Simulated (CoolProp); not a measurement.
A simple Rankine cycle with dimethyl carbonate: condensing at 309.15 K, boiler at 0.0858 MPa, turbine inlet 360.1 K, turbine efficiency 0.9, pump efficiency 0.8, no recuperator. Each further row changes one setting.

Computed with CoolProp (reference Helmholtz-energy equation of state, Zhou 2011).

```json
[
 {"case": "as stated", "thermal efficiency (%)": "11.2", "net work (kJ/kg)": "53.0", "heat in (kJ/kg)": "475", "turbine exit temperature (K)": "317.0", "volume ratio over the turbine": "6.18"},
 {"case": "turbine inlet 380.1 K", "thermal efficiency (%)": "11.2", "net work (kJ/kg)": "56.2", "heat in (kJ/kg)": "502", "turbine exit temperature (K)": "336.4", "volume ratio over the turbine": "6.19"},
 {"case": "condensing temperature 301.15 K", "thermal efficiency (%)": "12.8", "net work (kJ/kg)": "62.9", "heat in (kJ/kg)": "489", "turbine exit temperature (K)": "308.8", "volume ratio over the turbine": "8.89"},
 {"case": "boiler pressure 0.0601 MPa", "thermal efficiency (%)": "9.2", "net work (kJ/kg)": "44.0", "heat in (kJ/kg)": "475", "turbine exit temperature (K)": "325.0", "volume ratio over the turbine": "4.40"},
 {"case": "turbine efficiency 0.8", "thermal efficiency (%)": "9.9", "net work (kJ/kg)": "47.1", "heat in (kJ/kg)": "475", "turbine exit temperature (K)": "321.8", "volume ratio over the turbine": "6.27"}
]
```
